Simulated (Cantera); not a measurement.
A diamond (100) surface in a fixed gas of H2 with x(CH4) = 0.0023, x(H) = 0.045, x(CH3) = 2.6e-05, 0.128 atm; coverages are run to steady state.

Model: the Harris–Goodwin 1993 mechanism for the reconstructed diamond (100) surface, integrated in Cantera.

One state of this run: growth (µm/h) = 2.24; θ c6HH = 0.552; θ c6H* = 0.0242; θ c6*H = 0.410; θ c6** = 0.0140; θ c6HM = 0.000259. θ: site fractions in the mechanism's names (c6HH fully hydrogenated, c6H* and c6*H radical sites, c6** diradical, c6HM methylated).

Q: Which value of T (K) does it belong to?
A. 1400
B. 950
C. 1050
D. 1200

A: C, 1050
